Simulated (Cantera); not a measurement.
Feed: 1 mol CCl4, 5.2 mol H2, held at 0.00430 bar.

Cantera equilibrium calculation (NASA polynomials, part measured and part estimated; ideal gas, pure solids and liquids). Candidate condensed phases: C, C6H6, C7H8, C8H18; 91 gas species. Rates play no part.

**Question.** At 2098 K, list the 5 most abundant gas species with their mole fractions, and the condensed phases.

**Answer.** HCl 0.512, H2 0.429, H 0.0307, Cl 0.0270, C2H2 (acetylene) 0.000612. Condensed: C(graphite).
